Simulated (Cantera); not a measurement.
**Low-pressure radical oxidation in H2/O2**

An isothermal, constant-pressure homogeneous reactor starts with 10.7 % H₂, 89.3 % O₂, equivalence ratio 0.060, at 1025 K and 0.0240 bar.

Cantera simulation using GRI-Mech 3.0 (53 species, 325 reactions); the numbers are that mechanism's predictions, not measurements. Radical loss at walls, strong at low pressure, is not modelled. The temperature is held fixed by assumption; the heat of reaction is taken as removed at once.

```tsv
t (s)	x H₂	x O₂	x H₂O	x O	x H	x HO₂
1.00e-6	0.107	0.893	<1e-12	<1e-12	3.23e-12	3.26e-12
6.99e-6	0.107	0.893	<1e-12	1.12e-12	2.17e-11	2.28e-11
4.89e-5	0.107	0.893	2.49e-11	4.53e-11	1.38e-10	1.60e-10
0.000342	0.107	0.893	6.04e-9	3.28e-9	3.76e-9	1.22e-9
0.00239	0.0324	0.855	0.0577	0.0202	0.0295	1.62e-5
0.0167	0.000236	0.885	0.112	0.00163	0.000242	8.91e-6
0.117	3.96e-6	0.887	0.113	3.14e-5	6.28e-7	6.65e-7
0.818	1.41e-7	0.887	0.113	1.65e-6	7.56e-9	4.60e-8
5.72	1.16e-8	0.887	0.113	1.60e-7	2.28e-10	5.03e-9
40.0	1.36e-9	0.887	0.113	1.98e-8	9.87e-12	1.15e-9
```
x: mole fraction; the columns are a selection and need not sum to one.

Equilibrium at this temperature and pressure: H₂ 1.41e-10, O₂ 0.887, H₂O 0.113, O 2.02e-9, H <1e-12, HO₂ 1.70e-9 (gas phase only).
